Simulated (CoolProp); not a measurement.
Properties of nitrous oxide along the isobar 6560 kPa (Tc = 36.4 °C, pc = 7245 kPa, ω = 0.161).

The numbers come from the reference Helmholtz-energy equation of state, Lemmon 2006 in CoolProp. It is a short technical equation, of lower accuracy than the large ones.

```tsv
T (°C)	phase	cp (kJ/(kg K))	fugacity coefficient
-57.95	liquid	1.740	0.07577
-32.05	liquid	1.827	0.1827
-6.15	liquid	2.019	0.3512
19.75	liquid	2.708	0.5693
45.65	gas	2.211	0.7258
71.55	gas	1.474	0.7897
97.45	gas	1.288	0.8353
123.35	gas	1.210	0.8696
149.15	gas	1.172	0.8960
175.05	gas	1.154	0.9169
200.95	gas	1.146	0.9336
226.85	gas	1.143	0.9471
```
